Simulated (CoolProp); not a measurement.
Properties of n-heptane along the isotherm 600 K (Tc = 541.2 K, pc = 2.774 MPa, ω = 0.349).

Computed with CoolProp (reference Helmholtz-energy equation of state, Span 2003). It is a short technical equation, of lower accuracy than the large ones.

| p (MPa) | phase | cp (kJ/(kg K)) | cv (kJ/(kg K)) | speed of sound (m/s) | expansivity (1/kK) | fugacity coefficient |
|---|---|---|---|---|---|---|
| 2.13 | gas | 3.115 | 2.852 | 181.7 | 3.815 | 0.8220 |
| 4.27 | supercritical | 4.057 | 2.936 | 133.8 | 12.01 | 0.6559 |
| 6.4 | supercritical | 3.893 | 2.926 | 185.3 | 7.904 | 0.5246 |
| 8.53 | supercritical | 3.590 | 2.905 | 261.0 | 4.549 | 0.4469 |
| 10.7 | supercritical | 3.473 | 2.896 | 321.5 | 3.344 | 0.3998 |
| 12.8 | supercritical | 3.412 | 2.890 | 370.0 | 2.739 | 0.3710 |
| 14.9 | supercritical | 3.373 | 2.887 | 412.0 | 2.361 | 0.3522 |
| 17.1 | supercritical | 3.344 | 2.885 | 450.9 | 2.088 | 0.3396 |
| 19.2 | supercritical | 3.323 | 2.884 | 484.4 | 1.896 | 0.3322 |
| 21.3 | supercritical | 3.307 | 2.883 | 515.1 | 1.747 | 0.3282 |
| 23.5 | supercritical | 3.294 | 2.883 | 544.9 | 1.623 | 0.3269 |
| 25.6 | supercritical | 3.283 | 2.883 | 571.3 | 1.525 | 0.3278 |
| 27.7 | supercritical | 3.274 | 2.883 | 596.2 | 1.443 | 0.3305 |
